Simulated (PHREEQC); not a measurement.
KOH is added in steps, without added water, to 1 kg of water holding 30 mmol/kgw Cd(NO3)2 and 3.2 mmol/kgw NaHSO4, at 20 °C. Oxygen is held at 0.21 atm. CO2 from the air is kept out. No solid was allowed to form.

Base run: PHREEQC, ion-association model, wateq4f.dat. Each further column changes one thing. The table gives pH.

```
KOH added (mol)   base  NaHSO4 left out  temperature from 20 to 40 °C  Cd(NO3)2 left out  solids may form
---------------  -----  ---------------  ----------------------------  -----------------  ---------------
0                 2.60       (withheld)                          2.61               2.60             2.60
0.01225           9.88             9.98                          9.52              12.07       (withheld)
0.02275          10.21            10.25                         10.05              12.39             7.90
0.035            10.45            10.49                    (withheld)              12.59             7.98
0.04725          10.70            10.76                         10.83         (withheld)             8.10
0.05775          11.03            11.18                         11.15              12.81             8.34
0.07             11.78       (withheld)                         11.49              12.89            11.90
```

Complete the blanks.


- 0, NaHSO4 left out: 6.02
- 0.01225, solids may form: 7.85
- 0.035, temperature from 20 to 40 °C: 10.46
- 0.04725, Cd(NO3)2 left out: 12.72
- 0.07, NaHSO4 left out: 11.93

In at least one series the solution becomes supersaturated in solids that the run did not let form, among them Cd(OH)2. Away from 25 °C the constants follow the database's enthalpies or fits; those with neither stay at their 25 °C values.  Solids allowed in the column 'solids may form': Cd(OH)2, Mirabilite.
